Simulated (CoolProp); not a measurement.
Properties of fluoroethane (R161) along the isobar 0.144 MPa.

The numbers come from the reference Helmholtz-energy equation of state, Wu 2012 in CoolProp.

| T (°C) | phase | density (kg/m³) | cv (kJ/(kg K)) | fugacity coefficient |
|---|---|---|---|---|
| 60.65 | gas | 2.532 | [?] | 0.9851 |
| 70.45 | gas | 2.456 | [?] | 0.9864 |
| 80.15 | gas | 2.386 | [?] | 0.9876 |
| 89.95 | gas | 2.319 | [?] | 0.9887 |
| 99.65 | gas | 2.256 | 1.297 | 0.9896 |
| 109.45 | gas | 2.197 | 1.326 | 0.9905 |
| 119.15 | gas | 2.141 | [?] | 0.9912 |
| 128.95 | gas | 2.087 | [?] | 0.9919 |
| 138.65 | gas | 2.037 | [?] | 0.9925 |

Question: Complete the blanks.

Answer: 
- 60.65, cv (kJ/(kg K)): 1.182
- 70.45, cv (kJ/(kg K)): 1.211
- 80.15, cv (kJ/(kg K)): 1.240
- 89.95, cv (kJ/(kg K)): 1.269
- 119.15, cv (kJ/(kg K)): 1.354
- 128.95, cv (kJ/(kg K)): 1.382
- 138.65, cv (kJ/(kg K)): 1.410
